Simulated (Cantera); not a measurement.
Charge: 1 mol Si, a varied amount of HBr, 0.18 mol N₂, held at 477 °C and 0.130 bar.

Equilibrium computed with Cantera from the NASA thermochemical tables; the gas is ideal and each condensed phase is pure. Candidate condensed phases: Br₂, Si, Si₃N₄; 28 gas species. N₂ is the only nitrogen source here; it is nearly inert below about 1500 K, so the nitride shown seldom forms there in practice. The numbers say what is thermodynamically allowed, not how fast it happens.

x: gas mole fraction; n: condensed amount in mol.

| n(HBr) (mol) | x HBr | x H₂ | x SiBr₄ | x N₂ | x SiHBr₃ | x NH₃ | n Si₃N₄(s) |
|---|---|---|---|---|---|---|---|
| 3.7 | 0.262 | 0.492 | 0.246 | 5.59e-5 | 0.000113 | 1.71e-6 | 0.0899 |
| 4.5 | … | … | … | … | … | … | 0.0860 |
| 5.5 | 0.479 | 0.340 | 0.170 | 0.0108 | 2.96e-5 | 1.37e-5 | 0.0643 |
| 6.7 | 0.507 | 0.314 | 0.157 | 0.0221 | 2.37e-5 | 1.73e-5 | 0.0247 |
| 8.1 | 0.563 | 0.275 | 0.137 | 0.0247 | 1.64e-5 | 1.50e-5 | 0 |
| 9.8 | 0.646 | 0.223 | 0.111 | 0.0200 | 9.39e-6 | 9.88e-6 | 0 |
| 12 | 0.716 | 0.179 | 0.0894 | 0.0161 | 5.47e-6 | 6.37e-6 | 0 |
| 14 | 0.759 | 0.152 | 0.0759 | 0.0137 | 3.71e-6 | 4.59e-6 | 0 |
| 18 | 0.815 | … | … | … | … | … | 0 |
| 21 | 0.842 | 0.0991 | 0.0496 | 0.00892 | 1.43e-6 | 1.96e-6 | 0 |
| 26 | 0.874 | 0.0794 | 0.0397 | 0.00715 | 8.83e-7 | 1.26e-6 | 0 |

Question: Complete the blanks.

Answer: 
- 4.5, x HBr: 0.407
- 4.5, x H₂: 0.394
- 4.5, x SiBr₄: 0.197
- 4.5, x N₂: 0.00211
- 4.5, x SiHBr₃: 4.67e-5
- 4.5, x NH₃: 7.53e-6
- 18, x H₂: 0.116
- 18, x SiBr₄: 0.0582
- 18, x N₂: 0.0105
- 18, x SiHBr₃: 2.03e-6
- 18, x NH₃: 2.70e-6
